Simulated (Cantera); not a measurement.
Hydrocarbon pyrolysis for carbon deposition

A perfectly stirred reactor is fed with 16.4 % C₂H₄, 83.6 % H₂, at 90.0 Torr; it is held at 1700 K, and followed from long to short residence time.

Detailed kinetics in Cantera: GRI-Mech 3.0 (53 species, 325 reactions). GRI-Mech 3.0 was tuned for natural gas; its chemistry of ethylene as a main component is partial and can be far from experiment. GRI-Mech 3.0 stops at C3 and has no aromatics, soot or wall deposition, so with more carbon than oxygen in the feed, carbon stays in small species such as C2H2 where larger ones or solid carbon would form.

```csv
τ (s),x C₂H₄,x H₂,x H,x CH₂,x C₂H₆,x C₂H,x CH₄
0.47,0.00118,0.858,0.000337,4.58e-9,1.18e-7,3.06e-7,0.00128
0.18,0.00227,0.858,0.000261,2.01e-9,1.96e-7,2.35e-7,0.000701
0.068,0.00652,0.858,0.000165,1.54e-9,4.39e-7,1.45e-7,0.000443
0.026,0.0204,0.856,0.000101,2.38e-9,9.82e-7,8.09e-8,0.000309
0.0099,0.0517,0.852,6.89e-5,4.01e-9,1.83e-6,4.35e-8,0.000199
0.0038,0.0951,0.846,5.22e-5,5.59e-9,2.59e-6,2.03e-8,0.000103
0.0014,0.133,0.840,3.72e-5,5.59e-9,2.48e-6,6.48e-9,3.49e-5
0.00054,0.153,0.838,2.05e-5,3.52e-9,1.36e-6,1.29e-9,7.14e-6
```
x: mole fraction; the columns are a selection and need not sum to one.
